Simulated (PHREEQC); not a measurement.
Solution (40 °C): 0.14 mol/kgw KH2PO4, 0.00022 mol/kgw NaOH and 0.00084 mol/kgw NiSO4. Closed to the air; pH follows from the charge balance.

Equilibrium calculation in PHREEQC: ion-association model, wateq4f.dat.

**Question.** The ionic strength comes out as 0.144 mol/kgw. What activity coefficients do H+, KHPO4-, Ni+2, HSO4-, H2PO4- get?

**Answer.** H+ 0.81, KHPO4- 0.76, Ni+2 0.33, HSO4- 0.75, H2PO4- 0.76.

This is a speciation only: nothing precipitates in the calculation. Species that the database lacks are ignored. H3PO4, which wateq4f.dat lacks, is added to it with the constant of phreeqc.dat. Constants without temperature data keep their 25 °C values here. The database has no phosphate complexes of Ni.
